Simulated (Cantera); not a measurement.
Charge: 1 mol MgO, 1.7 mol O2, 44 mol N2, at 1548 K and 1330 Pa.

These are equilibrium values from Cantera (NASA tables, ideal gas, pure condensed phases), not measurements of a reactor. Candidate condensed phases: Mg, MgO; 13 gas species. The numbers say what is thermodynamically allowed, not how fast it happens.

Base state: N2 0.962, O2 0.0368, NO 0.000711, O 1.27e-5 (mole fractions); condensed: MgO(s).

Problem. What changes in the equilibrium state with this change: O2 from 1.7 to 5.2 mol?

Solution. 
| species | before | after |
|---|---|---|
| N2 | 0.962 | 0.894 |
| O2 | 0.0368 | 0.105 |
| NO | 0.000711 | 0.00116 |
| O | 1.27e-5 | 2.14e-5 |
| MgO(s), mol | 1.00 | 1.00 |
